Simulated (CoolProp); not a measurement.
Vapour-liquid equilibrium of isopentane (1) + toluene (2) at 37.95 °C; x and y are mole fractions of (1).

The numbers come from the multi-fluid Helmholtz-energy mixture model, Lemmon 2006 and Lemmon 2006; pair parameters Bell 2016 in CoolProp.

Give the bubble pressure and the first vapour's composition at x = 0.05, 0.2, 0.5. Is there an azeotrope?

x = 0.05: 0.01647 MPa, y = 0.583; x = 0.2: 0.04413 MPa, y = 0.866; x = 0.5: 0.08810 MPa, y = 0.953. No azeotrope shows between x = 0.05 and 0.95.

Pair parameters are fitted to limited data, so mixtures are less certain than the pure fluids.
